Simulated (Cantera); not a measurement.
## Thermodynamics of sublimation and decomposition of ceramics, feed Si3N4 + C + H2

A closed system holds: 1 mol Si3N4, 0.06 mol C, 0.044 mol H2, held at 0.0440 bar.

Method: chemical equilibrium by Gibbs-energy minimisation in Cantera with the NASA 1993 tables (ideal gas, pure condensed phases). Candidate condensed phases: C, C6H6, C7H8, C8H18, Si, SiC, Si3N4; 125 gas species. Ions and electrons are included (thermal ionisation). Mutual solubility and eutectic melting of coexisting phases are not modelled. The tables' values for SiN are old estimates; treat these amounts as uncertain. Gases not in the tables: Si2H6 and higher silanes. Equilibrium is a limit: real reactors are often held back by kinetics, nucleation or transport.

```tsv
T (°C)	log p N2	log p Si	log p N	log p H2	log p H	log p Si2C	log p C	n Si(l)	n SiC(s)
1727	-1.37	-4.36	-9.73	-3.04	-4.31	-5.92	-11.78	2.94	0.0597
2227	-1.43	-2.32	-7.25	-3.31	-3.26	-3.17	-7.40	2.62	0.0112
2727	-1.76	-1.60	-5.74	-4.70	-3.15	-3.58	-5.44	0	0
3227	-1.77	-1.59	-4.54	-5.79	-3.13	-4.76	-3.93	0	0
3727	-1.77	-1.59	-3.64	-6.65	-3.12	-6.34	-3.48	0	0
4227	-1.79	-1.60	-2.94	-7.34	-3.13	-7.83	-3.38	0	0
4727	-1.85	-1.62	-2.40	-7.91	-3.15	-9.10	-3.35	0	0
```
log p: log10 of the partial pressure in bar; n: condensed amount in mol.

From 1727 °C to 2227 °C the condensed part is Si(l) + SiC(s). From 2727 °C to 4727 °C nothing is condensed. The main Si-bearing gas is Si throughout.
